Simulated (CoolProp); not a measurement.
Properties of R141b along the isotherm 500 K.

Values from CoolProp's reference Helmholtz-energy equation of state, Lemmon 2006. It is a short technical equation, of lower accuracy than the large ones.

| p (MPa) | phase | cp (kJ/(kg K)) | speed of sound (m/s) | Joule-Thomson coefficient (K/MPa) | viscosity (µPa s) | Prandtl number |
|---|---|---|---|---|---|---|
| 4.21 | gas | 1.586 | 130.5 | 13.53 | 19.5 | 0.816 |
| 8.42 | supercritical | 1.799 | 224.9 | 2.154 | 64.5 | 2.06 |
| 12.6 | supercritical | 1.513 | 316.2 | 0.8212 | 83.1 | 2.08 |
| 16.8 | supercritical | 1.423 | 377.7 | 0.3992 | 96.2 | 2.16 |
| 21.1 | supercritical | 1.375 | 427.2 | 0.1803 | 107 | 2.24 |
| 25.3 | supercritical | 1.346 | 468.0 | 0.04902 | 117 | 2.31 |
| 29.5 | supercritical | 1.325 | 503.8 | -0.04088 | 126 | 2.37 |
| 33.7 | supercritical | 1.309 | 535.8 | -0.1066 | 135 | 2.43 |
| 37.9 | supercritical | 1.297 | 565.1 | -0.1568 | 143 | 2.49 |
| 42.1 | supercritical | 1.288 | 592.2 | -0.1964 | 151 | 2.55 |

Viscosity comes from a separate model (Huber 2003), an estimate that may be off by 10 % or more. Thermal conductivity comes from a separate model (Huber 2003), an estimate that may be off by 10 % or more.
